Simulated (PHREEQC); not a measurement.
A solution holds 0.00052 mol/kgw Sr(OH)2, at 20 °C. Closed to the air; pH follows from the charge balance.

The numbers come from PHREEQC with the ion-association model, phreeqc.dat.

| Property | Value |
|---|---|
| pH | 11.16 |
| ionic strength | 0.00155 mol/kgw |
| specific conductance | 228 µS/cm |
| total alkalinity | 1.04 meq/kg |

```csv
species,molality,activity,log γ
OH-,0.00104,0.000992,-0.019
Sr+2,0.000517,0.000435,-0.074
SrOH+,3.38e-6,3.23e-6,-0.019
```

This is a speciation only: nothing precipitates in the calculation.
